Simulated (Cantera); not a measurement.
Input: 1 mol NaCl, 0.4 mol H2, at 0.0690 bar.

These are equilibrium values from Cantera (NASA tables, ideal gas, pure condensed phases), not measurements of a reactor. Candidate condensed phases: Na, NaCl; 10 gas species. The numbers say what is thermodynamically allowed, not how fast it happens.

log p: log10 of the partial pressure in bar; n: condensed amount in mol.

```
T (K)  log p H2  log p NaCl  log p Na2Cl2  log p Na  log p HCl  log p H  n NaCl(s)  n NaCl(l)
-----  --------  ----------  ------------  --------  ---------  -------  ---------  ---------
675       -1.16       -9.75        -10.69    -10.82     -12.35     <-13       1.00          0
775       -1.16       -7.53         -8.24     -9.49      -9.51   -12.58       1.00          0
875       -1.16       -5.84         -6.39     -7.90      -7.90   -10.88      1.000          0
975       -1.16         [?]           [?]       [?]        [?]      [?]      1.000          0
1075      -1.16       -3.43         -3.78     -5.61      -5.61    -8.42          0      0.996
1175      -1.18       -2.67         -3.07     -4.83      -4.83    -7.50          0      0.977
1275      -1.25       -2.04         -2.49     -4.19      -4.19    -6.76          0      0.889
1375      -1.55       -1.51         -2.02     -3.71      -3.71    -6.24          0      0.278
1475      -1.68       -1.38         -2.26     -3.42      -3.42    -5.73          0          0
1575      -1.70       -1.34         -2.63     -3.19      -3.19    -5.23          0          0
1675      -1.71       -1.33           [?]       [?]        [?]      [?]          0          0
1775      -1.72       -1.33         -3.33     -2.83      -2.83    -4.40          0          0
```

What belongs in the gaps?


- 975, log p NaCl: -4.50
- 975, log p Na2Cl2: -4.93
- 975, log p Na: -6.63
- 975, log p HCl: -6.63
- 975, log p H: -9.52
- 1675, log p Na2Cl2: -2.99
- 1675, log p Na: -2.99
- 1675, log p HCl: -2.99
- 1675, log p H: -4.79
